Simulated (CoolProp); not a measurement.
A closed Brayton cycle with nitrogen: compressor inlet 333.15 K and 0.23 MPa, high pressure 0.606 MPa, turbine inlet 710 K, compressor efficiency 0.85, turbine efficiency 0.93, recuperator effectiveness 0 (on enthalpy, no pinch check). Each further row changes one setting.

Computed with CoolProp (reference Helmholtz-energy equation of state, Span 2000).

| case | thermal efficiency (%) | net work (kJ/kg) | compressor to turbine work | compressor exit (K) | turbine exit (K) |
|---|---|---|---|---|---|
| as stated | 13.7 | 37.2 | 0.78 | 457.6 | 555.8 |
| turbine inlet 660 K | 11.6 | 25.2 | 0.84 | 457.6 | 515.5 |
| compressor inlet 343.15 K | 12.9 | 33.3 | 0.80 | 471.2 | 555.8 |
| high pressure 0.515 MPa | 12.3 | 36.5 | 0.74 | 434.3 | 579.2 |
| recuperator effectiveness 0.5 | 16.9 | 37.2 | 0.78 | 457.6 | 555.8 |
